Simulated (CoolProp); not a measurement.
Vapour-liquid equilibrium of n-pentane (1) + cyclohexane (2) at 338.5 K; x and y are mole fractions of (1).

Values from CoolProp's multi-fluid Helmholtz-energy mixture model, Thol 2019 and Zhou 2014; pair parameters Bell 2016.

```csv
x,bubble pressure (MPa),y at the bubble point,dew pressure at overall composition x (MPa),liquid density (mol/L)
0.05,0.07325,0.188,0.06489,8.700
0.2,0.1040,0.508,0.07411,8.602
0.35,0.1325,0.677,0.08628,?
0.5,0.1597,0.787,0.1030,?
0.65,?,0.867,0.1270,8.291
0.8,0.2131,0.930,0.1637,8.178
0.95,0.2404,0.984,0.2226,8.061
```

Some entries are withheld; supply them.


- 0.35, liquid density (mol/L): 8.502
- 0.5, liquid density (mol/L): 8.398
- 0.65, bubble pressure (MPa): 0.1864

No azeotrope shows between x = 0.05 and 0.95.

Pair parameters are fitted to limited data, so mixtures are less certain than the pure fluids.
